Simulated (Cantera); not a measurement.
A closed system holds: 1 mol FeS, 1.3 mol SO₂, 4.1 mol H₂O, equilibrated at 7.50 Torr.

Method: chemical equilibrium by Gibbs-energy minimisation in Cantera with the NASA 1993 tables (ideal gas, pure condensed phases). Candidate condensed phases: Fe, FeO, Fe(OH)₂, Fe(OH)₃, FeS, FeSO₄, FeS₂, Fe₂O₃, Fe₂(SO₄)₃, Fe₃O₄, H₂O, H₂SO₄, S; 22 gas species. Metal and sulfide melt together well below either melting point, which pure phases cannot show. Mutual solubility and eutectic melting of coexisting phases are not modelled. The tables' stoichiometric FeO is somewhat more stable than real wüstite, so its field is too wide. FeO, FeS: taken at fixed stoichiometry. Gases not in the tables: S₃ to S₇. Kinetics and transport are ignored.

x: gas mole fraction; n: condensed amount in mol.

```json
[
 {"T (K)": "948", "x H₂O": "0.744", "x SO₂": "0.228", "x H₂": "0.00331", "x S₂": "0.0145", "x H₂S": "0.00980", "x SO": "1.55e-5", "n FeS(s)": "0.850", "n Fe₃O₄(s)": "0.0499", "n FeO(s)": "0"},
 {"T (K)": "1023", "x H₂O": "0.738", "x SO₂": "0.223", "x H₂": "0.00674", "x S₂": "0.0207", "x H₂S": "0.0103", "x SO": "5.19e-5", "n FeS(s)": "0.802", "n Fe₃O₄(s)": "0.0661", "n FeO(s)": "0"},
 {"T (K)": "1098", "x H₂O": "0.730", "x SO₂": "0.218", "x H₂": "0.0125", "x S₂": "0.0279", "x H₂S": "0.0108", "x SO": "0.000147", "n FeS(s)": "___", "n Fe₃O₄(s)": "0.0862", "n FeO(s)": "0"},
 {"T (K)": "1173", "x H₂O": "0.717", "x SO₂": "0.213", "x H₂": "0.0213", "x S₂": "0.0362", "x H₂S": "0.0111", "x SO": "0.000363", "n FeS(s)": "___", "n Fe₃O₄(s)": "0.110", "n FeO(s)": "0"},
 {"T (K)": "1248", "x H₂O": "0.690", "x SO₂": "0.209", "x H₂": "0.0347", "x S₂": "0.0528", "x H₂S": "0.0125", "x SO": "0.000834", "n FeS(s)": "___", "n Fe₃O₄(s)": "0", "n FeO(s)": "0.533"},
 {"T (K)": "1323", "x H₂O": "0.653", "x SO₂": "0.191", "x H₂": "0.0556", "x S₂": "0.0815", "x H₂S": "0.0152", "x SO": "0.00173", "n FeS(s)": "___", "n Fe₃O₄(s)": "0", "n FeO(s)": "0.818"},
 {"T (K)": "1398", "x H₂O": "0.619", "x SO₂": "0.184", "x H₂": "0.0786", "x S₂": "0.0972", "x H₂S": "0.0151", "x SO": "0.00320", "n FeS(s)": "0", "n Fe₃O₄(s)": "0", "n FeO(s)": "1.000"},
 {"T (K)": "1473", "x H₂O": "0.596", "x SO₂": "0.191", "x H₂": "0.0993", "x S₂": "0.0923", "x H₂S": "0.0125", "x SO": "0.00548", "n FeS(s)": "0", "n Fe₃O₄(s)": "0", "n FeO(s)": "1.000"},
 {"T (K)": "1548", "x H₂O": "0.571", "x SO₂": "0.199", "x H₂": "0.121", "x S₂": "0.0864", "x H₂S": "0.0103", "x SO": "0.00887", "n FeS(s)": "0", "n Fe₃O₄(s)": "0", "n FeO(s)": "1.000"},
 {"T (K)": "1623", "x H₂O": "0.545", "x SO₂": "0.205", "x H₂": "0.143", "x S₂": "0.0795", "x H₂S": "0.00844", "x SO": "0.0137", "n FeS(s)": "0", "n Fe₃O₄(s)": "0", "n FeO(s)": "1.000"}
]
```

Question: Some entries are withheld; supply them.

Answer: 
- 1098, n FeS(s): 0.741
- 1173, n FeS(s): 0.669
- 1248, n FeS(s): 0.467
- 1323, n FeS(s): 0.182
